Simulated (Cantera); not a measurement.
Feed: 1 mol CCl₄, 1.3 mol HCl, 2 mol H₂, equilibrated at 0.0133 bar.

These are equilibrium values from Cantera (NASA tables, ideal gas, pure condensed phases), not measurements of a reactor. Candidate condensed phases: C, C₆H₆, C₇H₈, C₈H₁₈; 103 gas species. Ions and electrons are included (thermal ionisation). Kinetics and transport are ignored.

Task: Which condensed phases are stable at each of these points (T (°C)): 1727, 2227, 2727, 3227, 3727, 4227, 4727?

Result: 
```tsv
T (°C)	condensed phases	C condensed (%)
1727	C(graphite)	100.0
2227	C(graphite)	98.4
2727	C(graphite)	11.2
3227	gas only	0.0
3727	gas only	0.0
4227	gas only	0.0
4727	gas only	0.0
```

From 1727 °C to 2727 °C the condensed part is C(graphite). From 3227 °C to 4727 °C nothing is condensed.
